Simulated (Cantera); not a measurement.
Cantera run:

```python
import numpy as np
import cantera as ct

gas_names = """
    H H2 N NH NH2 NH3 N2 N2H2 N2H4 Si SiH SiH2 SiH3 SiH4 SiN Si2 Si2N Si3
""".split()
cond_names = """
    Si(cr) Si(L) Si3N4(a)
""".split()


# ... load() reads the species with a 1 bar reference pressure and builds the phases ...
atoms = {
    'SiH4': {'Si': 1, 'H': 4},
    'NH3': {'N': 1, 'H': 3},
    'N2': {'N': 2},
}
top_T = {'Si3N4(a)': 2400}  # K; cautious upper limits of use, not melting points


# ... equilibrate(T, P, feed) seeds the gas with the atoms and calls Mixture.equilibrate('TP', solver="vcs", rtol=1e-11, max_steps=5000) ...
results = []
feed = {'SiH4': 1, 'NH3': 0.21, 'N2': 11}  # mol
P = 1333.22  # Pa
for T in [1700, 1725, 1750, 1775, 1800, 1825, 1850, 1875, 1900, 1925, 1950, 1975, 2000]:
    mix = equilibrate(T, P, feed)
    results.append((T, P, feed, dict(zip(mix.species_names, mix.species_moles))))

top = {s: max(r[3][s] / sum(r[3][g] for g in gas_names) for r in results) for s in gas_names}
cols = sorted((s for s in top if top[s] > 0.001), key=lambda s: -top[s])[:9]
seen = [c for c in cond_names if any(r[3].get(c, 0) > 1e-12 for r in results)]
print("log10 of partial pressures in bar; condensed amounts in mol")
print(f"{'T/K':>10s}" + "".join(f"{s[:9]:>10s}" for s in cols + seen))
for T, P, feed, n in results:
    ng = sum(n[g] for g in gas_names)
    print(f"{T:10.4g}" + "".join(f"{np.log10(max(n[s] / ng * P / 1e5, 1e-99)):10.3f}" for s in cols)
          + "".join(f"{n.get(c, 0):10.4g}" for c in seen))
```

Output:

```
log10 of partial pressures in bar; condensed amounts in mol
       T/K        N2        H2         H        Si     Si(L)  Si3N4(a)
      1700    -1.962    -2.617    -5.140    -6.732         0    0.3333
      1725    -1.962    -2.617    -5.040    -6.426         0    0.3332
      1750    -1.962    -2.617    -4.942    -6.129         0     0.333
      1775    -1.962    -2.618    -4.847    -5.840         0    0.3328
      1800    -1.962    -2.618    -4.755    -5.560         0    0.3322
      1825    -1.958    -2.641    -4.677    -5.342    0.9942         0
      1850    -1.958    -2.641    -4.589    -5.191    0.9919         0
      1875    -1.958    -2.642    -4.505    -5.043    0.9888         0
      1900    -1.958    -2.643    -4.422    -4.899    0.9846         0
      1925    -1.959    -2.644    -4.342    -4.759     0.979         0
      1950    -1.959    -2.645    -4.263    -4.623    0.9715         0
      1975    -1.960    -2.647    -4.187    -4.490    0.9616         0
      2000    -1.960    -2.649    -4.113    -4.361    0.9487         0
```

Method: chemical equilibrium by Gibbs-energy minimisation in Cantera with the NASA 1993 tables (ideal gas, pure condensed phases). The tables' values for SiN are old estimates; treat these amounts as uncertain. Gases not in the tables: Si2H6 and higher silanes.
